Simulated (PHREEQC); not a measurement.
0.045 g of hydrous ferric oxide (600 m²/g; 0.2 weak and 0.005 strong sites per Fe, Dzombak-Morel constants, diffuse double layer) in 1 kg of water with 0.1 mol/kgw of an inert sodium salt and 1.4e-05 mol/kgw SrCl2, at 25 °C; the pH is set by adding NaOH or the inert anion's acid. Oxygen alone is held at its pressure in air (log pO2 = -0.68). The system is closed to CO2. Nothing may precipitate in this run.

The series has 17 steps of pH, from 3 to 11.

All values are PHREEQC results (ion-association model, wateq4f.dat), not measurements.

**Question.** Near which pH is half of the Sr sorbed, and on which side is more sorbed?

**Answer.** Near pH 9.8, with more sorbed at higher pH.

Complexes and solids missing from the database can't appear. The oxide is taken as insoluble; below pH 4 it would dissolve.
